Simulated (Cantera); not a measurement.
Input: 1 mol AlCl3, 1.9 mol O2, 2 mol N2, equilibrated at 1825 K.

These are equilibrium values from Cantera (NASA tables, ideal gas, pure condensed phases), not measurements of a reactor. Candidate condensed phases: Al, AlCl3, AlN, Al2O3; 24 gas species. The numbers say what is thermodynamically allowed, not how fast it happens.

### Question
At 10.0 Pa, list the 6 most abundant gas species with their mole fractions, and the condensed phases.

### Answer
Cl 0.486, N2 0.323, O2 0.182, O 0.00655, NO 0.00269, Cl2 0.000188. Condensed: Al2O3(s).
